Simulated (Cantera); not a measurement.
Input: 1 mol Si, 0.49 mol N2O, 14 mol H2, equilibrated at 1073 K and 1.33 mbar.

These are equilibrium values from Cantera (NASA tables, ideal gas, pure condensed phases), not measurements of a reactor. Candidate condensed phases: H2O, Si, SiO2, Si2N2O, Si3N4; 35 gas species. Mutual solubility and eutectic melting of coexisting phases are not modelled. Equilibrium is a limit: real reactors are often held back by kinetics, nucleation or transport.

Base state: H2 1.00 (mole fractions); condensed: Si(s) + Si2N2O(s).

Problem. What changes in the equilibrium state with this change: Si replaced by SiC?

Solution. 
```
species            before    after
----------------  -------  -------
H2                   1.00    1.000
CH4                     0  6.12e-5
CO                      0  2.59e-5
N2                8.64e-9  2.58e-5
Si(s), mol         0.0200        0
Si2N2O(s), mol      0.490    0.490
C(graphite), mol        0    0.978
SiC(s), mol             0   0.0207
```
Further candidate phases: C, C6H6, C7H8, C8H18, SiC.

Problem. What changes in the equilibrium state with this change: N2O from 0.49 to 4.5 mol?

Solution. 
| species | before | after |
|---|---|---|
| H2 | 1.00 | 0.622 |
| N2 | 8.64e-9 | 0.243 |
| H2O | <1e-9 | 0.135 |
| Si(s), mol | 0.0200 | 0 |
| Si2N2O(s), mol | 0.490 | 0 |
| SiO2(β-quartz), mol | 0 | 1.00 |
